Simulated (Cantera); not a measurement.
**Ignition delay**

Mixture: 9.52 % CH4, 9.52 % CO, 17.0 % O2, 63.9 % N2, at 1.20 bar, adiabatic and at constant pressure. Ignition delay is the time to a rise of 400 K.

Model: GRI-Mech 3.0 (53 species, 325 reactions), integrated in Cantera.

| T0 (K) | delay (ms) |
|---|---|
| 1123 | 263 |
| 1173 | 113 |
| 1223 | 50.7 |
| 1273 | 23.8 |
| 1323 | 11.6 |
| 1373 | 5.88 |
| 1423 | 3.11 |

```json
{
  "apparent activation energy between 1323 and 1423 K": "210 kJ/mol"
}
```
